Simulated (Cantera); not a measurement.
Feed: 1 mol c-C₄F₈, 1.7 mol HCl, at 27000 Pa.

Cantera equilibrium calculation (NASA polynomials, part measured and part estimated; ideal gas, pure solids and liquids). Candidate condensed phases: C, C₆H₆, C₇H₈, C₈H₁₈; 135 gas species. Ions and electrons are included (thermal ionisation). The feed counts by its element totals alone. Gases not in the tables: C₂F₆ and larger saturated fluorocarbons. Rates play no part.

Task: What share of the C ends up in condensed phases as a function of T (K), at 2000, 2250, 2500, 2750, 3000, 3250, 3500, 3750, 4000, 4250, 4500, 4750, 5000?

Result: 
```tsv
T (K)	C condensed (%)	as
2000	59.1	C(graphite)
2250	56.2	C(graphite)
2500	47.4	C(graphite)
2750	43.2	C(graphite)
3000	51.5	C(graphite)
3250	49.5	C(graphite)
3500	0.0	-
3750	0.0	-
4000	0.0	-
4250	0.0	-
4500	0.0	-
4750	0.0	-
5000	0.0	-
```
